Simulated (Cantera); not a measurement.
Input: 1 mol TiC, 0.057 mol C, 2.9 mol H2, at 1575 K and 0.300 Torr.

Equilibrium computed with Cantera from the NASA thermochemical tables; the gas is ideal and each condensed phase is pure. Candidate condensed phases: C, C6H6, C7H8, C8H18, Ti, TiC; 77 gas species. TiC: taken at fixed stoichiometry. Rates play no part.

Base state: H2 0.998, H 0.00208, C2H2 (acetylene) 2.11e-5 (mole fractions); condensed: C(graphite) + TiC(s).

What changes in the equilibrium state with this change: temperature from 1575 K to 2248 K?


```
species            before     after
----------------  -------  --------
H2                  0.998     0.692
H                 0.00208     0.306
C2H2 (acetylene)  2.11e-5   0.00229
Ti                  <1e-9  0.000135
C2H                 <1e-9   3.99e-5
C3                  <1e-9   1.56e-5
C(graphite), mol   0.0569    0.0412
TiC(s), mol          1.00     1.000
```
